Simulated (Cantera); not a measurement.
A closed system holds: 1 mol CO₂, 0.25 mol O₂, equilibrated at 1330 Pa.

Method: chemical equilibrium by Gibbs-energy minimisation in Cantera with the NASA 1993 tables (ideal gas, pure condensed phases). Candidate condensed phases: C; 12 gas species. Kinetics and transport are ignored. All values below are at 2252 °C.

Base state: CO₂ 0.388, CO 0.274, O₂ 0.266, O 0.0731 (mole fractions); condensed: gas only.

Task: What changes in the equilibrium state with this change: O₂ from 0.25 to 3.1 mol?

Result: 
```
species  before   after
-------  ------  ------
O₂        0.266   0.663
CO₂       0.388   0.153
O        0.0731   0.115
CO        0.274  0.0684
```

Task: What changes in the equilibrium state with this change: pressure from 1330 Pa to 3600000 Pa?

Result: 
```csv
species,before,after
CO₂,0.388,0.783
O₂,0.266,0.204
CO,0.274,0.0121
O,0.0731,0.00123
```
The ideal-gas law is rough above about 30 bar.
